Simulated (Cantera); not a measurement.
# Adiabatic ignition

An adiabatic, constant-volume homogeneous reactor starts with 7.60 % CH3OH, 8.75 % O2, 83.7 % N2, at 1400 K and 1300000 Pa.

Computed with Cantera and GRI-Mech 3.0 (53 species, 325 reactions). GRI-Mech 3.0 was tuned for natural gas; its chemistry of methanol as a main component is partial and can be far from experiment. The pressure lies above the range GRI-Mech 3.0 was tuned for (to about 10 atm).

| t (s) | T (K) | P (bar) | x CH3OH | x O2 | x NO | x H2 | x HCO |
|---|---|---|---|---|---|---|---|
| 7.00e-6 | 1400 | 13.0 | 0.0760 | 0.0874 | <1e-12 | 1.95e-5 | 3.10e-10 |
| 1.65e-5 | 1400 | 13.0 | 0.0759 | 0.0874 | <1e-12 | 6.30e-5 | 1.62e-9 |
| 3.91e-5 | 1401 | 13.0 | 0.0751 | 0.0870 | <1e-12 | 0.000352 | 2.23e-8 |
| 9.23e-5 | 2503 | 24.8 | <1e-12 | 0.000965 | 5.39e-5 | 0.0179 | 2.56e-7 |
| 0.000218 | 2547 | 25.2 | <1e-12 | 0.000115 | 0.000115 | 0.0172 | 9.02e-8 |
| 0.000515 | 2546 | 25.2 | <1e-12 | 0.000113 | 0.000223 | 0.0173 | 9.02e-8 |
| 0.00122 | 2544 | 25.2 | <1e-12 | 0.000111 | 0.000402 | 0.0174 | 9.02e-8 |
| 0.00288 | 2543 | 25.2 | <1e-12 | 0.000108 | 0.000541 | 0.0174 | 9.02e-8 |
| 0.00679 | 2542 | 25.2 | <1e-12 | 0.000108 | 0.000562 | 0.0174 | 9.02e-8 |
| 0.0160 | 2542 | 25.2 | <1e-12 | 0.000108 | 0.000562 | 0.0174 | 9.02e-8 |
| 0.0379 | 2542 | 25.2 | <1e-12 | 0.000108 | 0.000562 | 0.0174 | 9.02e-8 |
| 0.0896 | 2542 | 25.2 | <1e-12 | 0.000108 | 0.000562 | 0.0174 | 9.02e-8 |
| 0.212 | 2542 | 25.2 | <1e-12 | 0.000108 | 0.000562 | 0.0174 | 9.02e-8 |
| 0.500 | 2542 | 25.2 | <1e-12 | 0.000108 | 0.000562 | 0.0174 | 9.02e-8 |
x: mole fraction; the columns are a selection and need not sum to one.

The time of steepest temperature rise is 86.9 µs and the temperature at 0.500 s is 2542 K. The equilibrium temperature is 2542 K and the x(CH3OH) at 0.500 s comes out as <1e-12 (gas-phase equilibrium <1e-12). The x(O2) at 0.500 s is 0.000108 (gas-phase equilibrium 0.000108) and the x(NO) at 0.500 s is 0.000562 (gas-phase equilibrium 0.000562).
